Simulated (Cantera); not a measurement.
Input (Python, Cantera):

```python
import numpy as np
import cantera as ct

gas = ct.Solution("gri30.yaml")
gas.TPX = 448, 1900000, {'CH4': 1, 'O2': 2.86, 'N2': 10.7}
inlet = ct.Reservoir(gas, clone=True)
gas.equilibrate("HP")  # start burning
reactor = ct.IdealGasConstPressureReactor(gas, energy="on", clone=False)
exhaust = ct.Reservoir(gas, clone=True)
tau = [0.037, 0.014, 0.0051, 0.0019, 0.0007, 0.00026, 9.6e-05, 3.5e-05, 1.3e-05, 4.8e-06][0]
for a, b in ((inlet, reactor), (reactor, exhaust)):
    ct.MassFlowController(a, b, mdot=lambda t: reactor.mass / tau)
net = ct.ReactorNet([reactor])
show = ['CH4', 'O2', 'CH2', 'CO2', 'CO', 'CH2CO', 'H']

rows = []
print(f"{'tau/s':>10s}{'T/K':>9s}" + "".join(f"{s:>11s}" for s in show))
for tau in [0.037, 0.014, 0.0051, 0.0019, 0.0007, 0.00026, 9.6e-05, 3.5e-05, 1.3e-05, 4.8e-06]:
    net.initial_time = 0.0
    net.advance(30 * tau)
    before = gas.X
    net.advance(40 * tau)
    drift = np.max(np.abs(gas.X - before) / (gas.X + 1e-9))
    rows.append([gas.T, *gas[show].X, drift])
    print(f"{tau:10.3e}{gas.T:9.1f}" + "".join(f"{x:11.3e}" for x in gas[show].X))
```

Output:

```
     tau/s      T/K        CH4         O2        CH2        CO2         CO      CH2CO          H
 3.700e-02   1959.6  3.308e-06  5.889e-02  1.002e-08  6.854e-02  1.132e-04  2.530e-10  1.888e-06
 1.400e-02   1958.8  8.201e-06  5.896e-02  2.626e-08  6.846e-02  1.916e-04  1.419e-09  2.516e-06
 5.100e-03   1956.6  1.983e-05  5.907e-02  7.051e-08  6.824e-02  3.837e-04  7.957e-09  4.215e-06
 1.900e-03   1952.1  4.413e-05  5.932e-02  1.812e-07  6.777e-02  7.999e-04  3.785e-08  8.433e-06
 7.000e-04   1942.5  9.633e-05  5.987e-02  4.551e-07  6.675e-02  1.705e-03  1.663e-07  1.885e-05
 2.600e-04   1922.5  2.174e-04  6.116e-02  1.083e-06  6.449e-02  3.702e-03  7.301e-07  4.263e-05
 9.600e-05   1866.5  6.519e-04  6.522e-02  2.322e-06  5.799e-02  9.371e-03  5.057e-06  8.745e-05
 3.500e-05    448.0  6.868e-02  1.964e-01  2.032e-34 -4.162e-15 -1.208e-15 -9.826e-18 -2.086e-34
 1.300e-05    448.0  6.868e-02  1.964e-01 -4.491e-36  1.328e-18  3.855e-19  3.136e-21 -1.999e-36
 4.800e-06    448.0  6.868e-02  1.964e-01 -5.327e-37  8.129e-20  2.359e-20  1.919e-22 -2.413e-37
```

Detailed kinetics in Cantera: GRI-Mech 3.0 (53 species, 325 reactions). The pressure lies above the range GRI-Mech 3.0 was tuned for (to about 10 atm).
